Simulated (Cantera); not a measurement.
A perfectly stirred reactor is fed with CO : H2 : O2 : N2 : H2O = 1 : 0.49 : 0.497 : 5.46 : 2.1 (molar parts), equivalence ratio 1.5, at 1.00 atm; it is adiabatic with a 550 K inlet, and is followed from long to short residence time, starting on the burning branch (τ in s: 0.087, 0.035, 0.014, 0.0058, 0.0024, 0.00096, 0.00039, 0.00016, 6.5e-05, 2.6e-05, 1.1e-05, 4.4e-06).

Detailed kinetics in Cantera: GRI-Mech 3.0 (53 species, 325 reactions).

### Question
Predict: blow-out, bracketed by the residence times tried; x(CO) at τ = 87.0 ms; x(H2) at τ = 87.0 ms; x(O2) at τ = 87.0 ms; x(H2O) at τ = 87.0 ms; x(CO2) at τ = 87.0 ms; x(CO) at τ = 0.390 ms; x(H2) at τ = 0.390 ms; x(O2) at τ = 0.390 ms; x(H2O) at τ = 0.390 ms.

### Answer
```
Property                                                                        Result
------------------------------------------------  ------------------------------------
blow-out, bracketed by the residence times tried  burning at 0.960 ms, out at 0.390 ms
x(CO) at τ = 87.0 ms                                                            0.0239
x(H2) at τ = 87.0 ms                                                            0.0308
x(O2) at τ = 87.0 ms                                                          0.000166
x(H2O) at τ = 87.0 ms                                                            0.255
x(CO2) at τ = 87.0 ms                                                           0.0865
x(CO) at τ = 0.390 ms                                                            0.105
x(H2) at τ = 0.390 ms                                                           0.0513
x(O2) at τ = 0.390 ms                                                           0.0521
x(H2O) at τ = 0.390 ms                                                           0.220
```
